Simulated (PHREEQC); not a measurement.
Make-up at 27 °C: 0.076 mol/kgw HF and 0.042 mol/kgw NaF. Closed to the air; pH follows from the charge balance.

The numbers come from PHREEQC with the ion-association model, wateq4f.dat.

Precipitation was switched off in this run.

### Question
Predict the pH.

### Answer
pH 2.92.

### Question
In which forms is F present?

### Answer
HF 45 %, F- 30 %, HF2- 13 %, H2F2 12 % of the F.

wateq4f.dat counts part of the HF as a dimer, H2F2, which phreeqc.dat doesn't know; its constant is uncertain.
